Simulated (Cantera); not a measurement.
An isothermal, constant-pressure homogeneous reactor starts with 19.6 % N2O, 80.4 % N2, at 1600 K and 900 Torr.

Detailed kinetics in Cantera: GRI-Mech 3.0 (53 species, 325 reactions). GRI-Mech 3.0 was tuned for natural gas; its chemistry of N2O as a main component is partial and can be far from experiment. The temperature is held fixed by assumption; the heat of reaction is taken as removed at once.

One state of this run: x N2O = 5.93e-7; x N2 = 0.892; x NO2 = 9.55e-5; x NO = 0.0374; x O2 = 0.0705; x O = 3.55e-6. x: mole fraction; the columns are a selection and need not sum to one.

Which value of t (s) does it belong to?
A. 0.0100
B. 0.00252
C. 40.0
D. 1.00e-5

C, 40.0
